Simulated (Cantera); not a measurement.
Input: 1 mol HMDSO, 26 mol CO2, at 150 Torr.

Method: chemical equilibrium by Gibbs-energy minimisation in Cantera with the NASA 1993 tables (ideal gas, pure condensed phases). Candidate condensed phases: C, C6H6, C7H8, C8H18, H2O, Si, SiC, SiO2; 123 gas species. The feed counts by its element totals alone. The tables hold silica as quartz up to 1696 K and as liquid above; real silica turns to tridymite and cristobalite and melts near 1996 K. Gases not in the tables: Si(OH)4. Rates play no part. All values below are at 1348 K.

Base state: CO 0.485, CO2 0.295, H2O 0.119, H2 0.100 (mole fractions); condensed: SiO2(β-quartz).

Question: What changes in the equilibrium state with this change: CO2 from 26 to 0.33 mol?

Answer: 
| species | before | after |
|---|---|---|
| H2 | 0.100 | 0.991 |
| CO | 0.485 | 0.00751 |
| CH4 | 5.57e-9 | 0.00115 |
| CO2 | 0.295 | 3.36e-8 |
| H2O | 0.119 | 8.68e-6 |
| SiO2(β-quartz), mol | 2.00 | 0.796 |
| C(graphite), mol | 0 | 5.05 |
| SiC(s), mol | 0 | 1.20 |
Mutual solubility and eutectic melting of coexisting phases are not modelled.
